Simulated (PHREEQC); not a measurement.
# Brine (model solution)

Consider water at 20 °C with 5.9 mol/kgw KOH and 0.0069 mol/kgw Na2B4O7. Closed to the air; pH follows from the charge balance.

The numbers come from PHREEQC with the Pitzer model, pitzer.dat.

Each row changes one thing in this solution. This is a speciation only: nothing precipitates in the calculation.

```tsv
case	pH	ionic strength (mol/kgw)
as made	15.77	5.91
KOH left out	9.19	0.0138
Na2B4O7 from 0.0069 to 0.00621 mol/kgw	15.77	5.91
Na2B4O7 left out	15.77	5.90
diluted 10-fold with water	13.84	0.591
```

In brines, pH and single-ion activities rest on the MacInnes convention.
